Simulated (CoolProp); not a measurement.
Vapour-liquid equilibrium of C3F8 (R218) (1) + R134a (2) at 0.681 bar; x and y are mole fractions of (1).

Values from CoolProp's multi-fluid Helmholtz-energy mixture model, Lemmon 2006 and Tillner-Roth 1994; pair parameters Bell 2016.

```json
[
 {"x": "0.05", "bubble temperature (K)": "233.4", "y at the bubble point": "0.269", "dew temperature at overall composition x (K)": "237.8", "liquid density (mol/L)": "13.47"},
 {"x": "0.125", "bubble temperature (K)": "228.9", "y at the bubble point": "0.454", "dew temperature at overall composition x (K)": "236.4", "liquid density (mol/L)": "13.01"},
 {"x": "0.2", "bubble temperature (K)": "226.7", "y at the bubble point": "0.538", "dew temperature at overall composition x (K)": "234.8", "liquid density (mol/L)": "12.52"},
 {"x": "0.275", "bubble temperature (K)": "225.6", "y at the bubble point": "0.582", "dew temperature at overall composition x (K)": "233.2", "liquid density (mol/L)": "12.04"},
 {"x": "0.35", "bubble temperature (K)": "225.0", "y at the bubble point": "0.607", "dew temperature at overall composition x (K)": "231.5", "liquid density (mol/L)": "11.59"},
 {"x": "0.425", "bubble temperature (K)": "224.7", "y at the bubble point": "0.623", "dew temperature at overall composition x (K)": "229.6", "liquid density (mol/L)": "11.17"},
 {"x": "0.5", "bubble temperature (K)": "224.5", "y at the bubble point": "0.636", "dew temperature at overall composition x (K)": "227.7", "liquid density (mol/L)": "10.78"},
 {"x": "0.575", "bubble temperature (K)": "224.4", "y at the bubble point": "0.650", "dew temperature at overall composition x (K)": "225.7", "liquid density (mol/L)": "10.41"},
 {"x": "0.65", "bubble temperature (K)": "224.3", "y at the bubble point": "0.666", "dew temperature at overall composition x (K)": "224.4", "liquid density (mol/L)": "10.07"},
 {"x": "0.725", "bubble temperature (K)": "224.3", "y at the bubble point": "0.689", "dew temperature at overall composition x (K)": "224.5", "liquid density (mol/L)": "9.761"},
 {"x": "0.8", "bubble temperature (K)": "224.5", "y at the bubble point": "0.725", "dew temperature at overall composition x (K)": "225.3", "liquid density (mol/L)": "9.470"},
 {"x": "0.875", "bubble temperature (K)": "225.1", "y at the bubble point": "0.783", "dew temperature at overall composition x (K)": "226.2", "liquid density (mol/L)": "9.194"},
 {"x": "0.95", "bubble temperature (K)": "226.4", "y at the bubble point": "0.885", "dew temperature at overall composition x (K)": "227.3", "liquid density (mol/L)": "8.926"}
]
```

y crosses x between x = 0.65 and 0.725: the model has an azeotrope there.

Pair parameters are fitted to limited data, so mixtures are less certain than the pure fluids.
